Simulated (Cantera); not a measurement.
A perfectly stirred reactor is fed with CH4 : H2O : H2 = 5 : 1.3 : 0.18 (molar parts), at 22000 Pa; it is held at 2200 K, and followed from long to short residence time.

Computed with Cantera and GRI-Mech 3.0 (53 species, 325 reactions). GRI-Mech 3.0 stops at C3 and has no aromatics, soot or wall deposition, so with more carbon than oxygen in the feed, carbon stays in small species such as C2H2 where larger ones or solid carbon would form.

One state of this run: x CH4 = 0.0255; x H2O = 0.0441; x H2 = 0.693; x H = 0.00678; x CH3 = 0.00469; x CO2 = 0.000709. x: mole fraction; the columns are a selection and need not sum to one.

### Question
Which value of τ (s) does it belong to?
(A) 1.8
(B) 0.0071
(C) 0.72
(D) 0.28

### Answer
B, 0.0071
